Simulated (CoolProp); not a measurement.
R21 along the isotherm 199.85 °C: density (kg/m³) from the reference equation and from simpler models built on Tc = 179.6 °C, pc = 5.289 MPa, ω = 0.206; each cubic takes its own stable root.

Values from CoolProp's reference Helmholtz-energy equation of state, Platzer 1990. This equation is an older, rougher fit; its heat capacities, sound speeds and derivatives of the liquid may be far off and weren't checked against measurements.

```tsv
p (MPa)	phase	reference
0.992	gas	27.51
1.98	gas	58.79
2.97	gas	95.80
3.97	gas	142.4
4.96	gas	205.4
5.95	supercritical	308.4
6.94	supercritical	512.3
7.93	supercritical	683.4
```

Problem. How far does each simpler model (ideal gas, van der Waals, Soave-Redlich-Kwong, Peng-Robinson) lie from the reference over these 8 states: mean and median of the absolute difference, and the worst?

Solution. 
- ideal gas: mean 35.5 %, median 31.9 %, worst -69.6 % at 199.85 °C and 7.93 MPa
- van der Waals: mean 4.0 %, median 2.3 %, worst -18.6 % at 199.85 °C and 7.93 MPa
- Soave-Redlich-Kwong: mean 4.4 %, median 1.8 %, worst -15.0 % at 199.85 °C and 7.93 MPa
- Peng-Robinson: mean 2.6 %, median 2.0 %, worst -7.8 % at 199.85 °C and 7.93 MPa
